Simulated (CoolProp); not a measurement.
The numbers come from the reference Helmholtz-energy equation of state, Zhou 2011 in CoolProp.

Q: For dimethyl carbonate, give the phase and the cp (kJ/(kg K)), cv (kJ/(kg K)) at 180.15 °C and 0.101 MPa.

A: 
- 180.15 °C and 0.101 MPa: gas; cp 1.58, cv 1.48
